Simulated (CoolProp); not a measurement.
Vapour pressure (kPa) of water: the reference equation beside estimates from Tc = 373.9 °C, pc = 22060 kPa, ω = 0.344. Clausius-Clapeyron is anchored at 136.05 °C with a constant enthalpy of vaporisation of 38.84 kJ/mol.

Values from CoolProp's reference Helmholtz-energy equation of state, Wagner 2002.

| T (°C) | reference | Lee-Kesler | Clausius-Clapeyron | van der Waals | Redlich-Kwong | Soave-Redlich-Kwong | Peng-Robinson |
|---|---|---|---|---|---|---|---|
| 112.35 | 155.1 | 143.2 | 160.1 | 1839 | 419.0 | 144.6 | 149.0 |
| 118.35 | 188.5 | 175.9 | 192.7 | 2011 | 492.8 | 177.4 | 182.0 |
| 124.25 | 226.9 | 213.8 | 230.1 | 2189 | 574.5 | 215.2 | 220.1 |
| 130.15 | 271.5 | 258.0 | 273.2 | 2379 | 666.1 | 259.4 | 264.4 |
| 136.05 | 322.9 | 309.4 | 322.9 | 2579 | 768.3 | 310.7 | 315.7 |
| 141.95 | 381.9 | 368.8 | 379.8 | 2790 | 881.9 | 369.9 | 374.7 |
| 147.95 | 450.6 | 438.1 | 445.9 | 3016 | 1010 | 439.0 | 443.5 |
| 153.85 | 527.4 | 516.1 | 519.7 | 3250 | 1148 | 516.7 | 520.6 |
| 159.75 | 614.3 | 604.6 | 603.3 | 3496 | 1300 | 605.0 | 608.1 |
| 165.65 | 712.3 | 704.8 | 697.5 | 3754 | 1467 | 704.8 | 706.9 |
| 171.55 | 822.3 | 817.5 | 803.3 | 4024 | 1648 | 817.2 | 818.0 |
| 177.55 | 947.5 | 946.1 | 923.9 | 4311 | 1849 | 945.5 | 944.7 |
| 183.45 | 1085 | 1087 | 1056 | 4606 | 2063 | 1087 | 1084 |

Absolute difference from the reference over all 13 rows, mean and median: Lee-Kesler 3.2 and 2.8 %, Clausius-Clapeyron 1.7 and 1.8 %, van der Waals 621.0 and 569.3 %, Redlich-Kwong 126.5 and 124.1 %, Soave-Redlich-Kwong 2.9 and 2.6 %, Peng-Robinson 1.7 and 1.6 %.
